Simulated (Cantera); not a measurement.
Input: 1 mol HgO, 11 mol N2, at 598 K.

Cantera equilibrium calculation (NASA polynomials, part measured and part estimated; ideal gas, pure solids and liquids). Candidate condensed phases: Hg, HgO; 10 gas species. Equilibrium is a limit: real reactors are often held back by kinetics, nucleation or transport.

Question: At 10.0 bar, list the 3 most abundant gas species with their mole fractions, and the condensed phases.

Answer: N2 0.996, Hg 0.00238, O2 0.00119. Condensed: HgO(s).
